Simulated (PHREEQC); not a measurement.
Solution (72 °C): 0.04 mol Ni(NO3)2, 0.15 mol NaOH and 0.001 mol HCl per kg of water. Closed to the air; pH follows from the charge balance.

All values are PHREEQC results (ion-association model, wateq4f.dat), not measurements.

| quantity | before | after |
|---|---|---|
| pH | 11.26 | 11.80 |
| ionic strength (mol/kgw) | 0.152 | 0.150 |
| SI of Halite (NaCl) | -5.78 | -5.78 |

Task: Which change was made?
A. NaOH from 0.15 to 0.015 mol/kgw
B. diluted 100-fold with water
C. diluted 10-fold with water
D. Ni(NO3)2 left out

Result: D, Ni(NO3)2 left out

This is a speciation only: nothing precipitates in the calculation. In wateq4f.dat the enthalpy of Ni(OH)2 has the wrong sign, so its saturation index can't be trusted away from 25 °C. Constants without temperature data keep their 25 °C values here.
